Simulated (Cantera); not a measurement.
What does this Cantera script print?

```python
import numpy as np
import cantera as ct

gas_names = [...]  # 113 gases of nasa_gas.yaml made of C, F, H, Si
cond_names = """
    C(gr) C6H6(L) C7H8(L) C8H18(L),n-octa Si(cr) Si(L) SiC(b)
""".split()


# ... load() reads the species with a 1 bar reference pressure and builds the phases ...
atoms = {
    'CH3F': {'C': 1, 'H': 3, 'F': 1},
    'Si': {'Si': 1},
    'H2': {'H': 2},
}
top_T = {'C(gr)': 4500, 'SiC(b)': 3050}  # K; cautious upper limits of use, not melting points


# ... equilibrate(T, P, feed) seeds the gas with the atoms and calls Mixture.equilibrate('TP', solver="vcs", rtol=1e-11, max_steps=5000) ...
results = []
feed = {'CH3F': 1, 'Si': 0.11, 'H2': 0.8}  # mol
T = 1223  # K
P = 1.2  # Pa
mix = equilibrate(T, P, feed)
results.append((T, P, feed, dict(zip(mix.species_names, mix.species_moles))))
print(gas.report(threshold=0.001))
for i in range(1, mix.n_phases):
    print(f"{mix.phase(i).name:16s} {mix.phase_moles(i):12.5e} mol")
```

Result:

```
       temperature   1223 K
          pressure   1.2 Pa
           density   1.1723e-06 kg/m^3
  mean mol. weight   9.9336 kg/kmol
   phase of matter   gas

                          1 kg             1 kmol
                     ---------------   ---------------
          enthalpy       -9.3316e+06       -9.2696e+07  J
   internal energy       -1.0355e+07       -1.0286e+08  J
           entropy             29297        2.9102e+05  J/K
    Gibbs function       -4.5162e+07       -4.4862e+08  J
 heat capacity c_p              3438             34151  J/K
 heat capacity c_v            2600.9             25837  J/K

                      mass frac. Y      mole frac. X     chem. pot. / RT
                     ---------------   ---------------   ---------------
                HF           0.41958           0.20833           -62.912
                H2           0.15236           0.75071           -29.646
              SiF4           0.42657          0.040713           -214.33
     [ +110 minor]         0.0014968        0.00024931

C(gr)             9.99999e-01 mol
Si(cr)            0.00000e+00 mol
SiC(b)            0.00000e+00 mol
```

Cantera equilibrium calculation (NASA polynomials, part measured and part estimated; ideal gas, pure solids and liquids). The tables' values for SiF3 are old estimates; treat these amounts as uncertain.
